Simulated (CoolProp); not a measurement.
Values from CoolProp's reference Helmholtz-energy equation of state, de Reuck 1993.

Problem. For methanol, give the phase and the cp (kJ/(kg K)), cv (kJ/(kg K)), Joule-Thomson coefficient (K/MPa), conductivity (mW/(m K)) at 353.3 K and 80 kPa.

Solution. 
- 353.3 K and 80 kPa: gas; cp 1.84, cv 1.50, Joule-Thomson coefficient 107, conductivity 20.5

Thermal conductivity comes from a separate model (Sykioti 2013).
